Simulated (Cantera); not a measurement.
A Cantera script and what it prints.

```python
import numpy as np
import cantera as ct

gas_names = [...]  # 115 gases of nasa_gas.yaml made of C, Ca, H, O
cond_names = """
    C(gr) C6H6(L) C7H8(L) C8H18(L),n-octa Ca(a) Ca(b) Ca(L) CaCO3(caL) CaO(s) CaO(L) CaO2H2(s) H2O(s)
    H2O(L)
""".split()


# ... load() reads the species with a 1 bar reference pressure and builds the phases ...
atoms = {
    'Ca(OH)2': {'Ca': 1, 'O': 2, 'H': 2},
    'H2': {'H': 2},
    'CO2': {'C': 1, 'O': 2},
}
top_T = {'C(gr)': 4500}  # K; cautious upper limits of use, not melting points


# ... equilibrate(T, P, feed) seeds the gas with the atoms and calls Mixture.equilibrate('TP', solver="vcs", rtol=1e-11, max_steps=5000) ...
results = []
feed = {'Ca(OH)2': 1, 'H2': 0.062, 'CO2': 0.34}  # mol
P = 1300  # Pa
for T in [1098, 1198, 1298, 1398, 1498, 1598, 1698, 1798, 1898, 1998, 2098, 2198]:
    mix = equilibrate(T, P, feed)
    results.append((T, P, feed, dict(zip(mix.species_names, mix.species_moles))))

top = {s: max(r[3][s] / sum(r[3][g] for g in gas_names) for r in results) for s in gas_names}
cols = sorted((s for s in top if top[s] > 0.0001), key=lambda s: -top[s])[:9]
seen = [c for c in cond_names if any(r[3].get(c, 0) > 1e-12 for r in results)]
print("log10 of partial pressures in bar; condensed amounts in mol")
print(f"{'T/K':>10s}" + "".join(f"{s[:9]:>10s}" for s in cols + seen))
for T, P, feed, n in results:
    ng = sum(n[g] for g in gas_names)
    print(f"{T:10.4g}" + "".join(f"{np.log10(max(n[s] / ng * P / 1e5, 1e-99)):10.3f}" for s in cols)
          + "".join(f"{n.get(c, 0):10.4g}" for c in seen))
```

It prints:

```
log10 of partial pressures in bar; condensed amounts in mol
       T/K       H2O       CO2        CO        H2        O2        OH         H         O    CaO2H2    CaO(s)
      1098    -2.026    -2.521    -3.854    -3.362   -15.132   -10.308    -9.288   -16.191   -11.657         1
      1198    -2.025    -2.526    -3.762    -3.396   -13.086    -9.150    -8.419   -14.162   -10.605         1
      1298    -2.023    -2.530    -3.692    -3.430   -11.341    -8.167    -7.685   -12.439    -9.716         1
      1398    -2.022    -2.534    -3.639    -3.462    -9.837    -7.321    -7.056   -10.956    -8.955         1
      1498    -2.021    -2.538    -3.597    -3.492    -8.528    -6.587    -6.511    -9.668    -8.298         1
      1598    -2.020    -2.541    -3.564    -3.520    -7.378    -5.944    -6.034    -8.538    -7.724         1
      1698    -2.020    -2.544    -3.536    -3.545    -6.362    -5.376    -5.612    -7.540    -7.220         1
      1798    -2.020    -2.547    -3.508    -3.562    -5.470    -4.875    -5.234    -6.658    -6.773         1
      1898    -2.022    -2.553    -3.462    -3.554    -4.720    -4.439    -4.884    -5.893    -6.377         1
      1998    -2.028    -2.569    -3.375    -3.495    -4.158    -4.077    -4.542    -5.260    -6.026    0.9999
      2098    -2.041    -2.599    -3.252    -3.388    -3.772    -3.785    -4.206    -4.749    -5.717    0.9998
      2198    -2.063    -2.646    -3.122    -3.260    -3.501    -3.543    -3.884    -4.324    -5.448    0.9995
```

Equilibrium computed with Cantera from the NASA thermochemical tables; the gas is ideal and each condensed phase is pure.
